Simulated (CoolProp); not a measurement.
Saturation properties of propylene glycol (Tc = 674.0 K, pc = 7.292 MPa, ω = 0.327).

Values from CoolProp's reference Helmholtz-energy equation of state, Eisenbach 2021.

```
T (K)     p (MPa)  liquid density (kg/m³)  vapour density (kg/m³)  enthalpy of vaporisation (kJ/kg)  liquid cp (kJ/(kg K))
-----  ----------  ----------------------  ----------------------  --------------------------------  ---------------------
304.9    3.178e-5                    1027               0.0009539                             860.0                  2.530
320.3  (withheld)                    1015                0.003106                             843.3                  2.618
335.6  (withheld)                    1003                0.008804                             827.1             (withheld)
351     0.0008605                   991.2                 0.02245                             811.2                  2.788
366.4    0.002077                   978.5                 0.05193                             795.5                  2.871
381.8  (withheld)                   965.6                  0.1105                             780.1                  2.954
397.1    0.009406                   952.4                  0.2175                             764.8                  3.036
412.5     0.01810                   938.8                  0.4038                             749.5             (withheld)
```

### Question
Complete the blanks.

### Answer

- 320.3, p (MPa): 0.0001087
- 335.6, p (MPa): 0.0003228
- 335.6, liquid cp (kJ/(kg K)): 2.703
- 381.8, p (MPa): 0.004599
- 412.5, liquid cp (kJ/(kg K)): 3.117

It boils at 461.2 K under 1 atm.
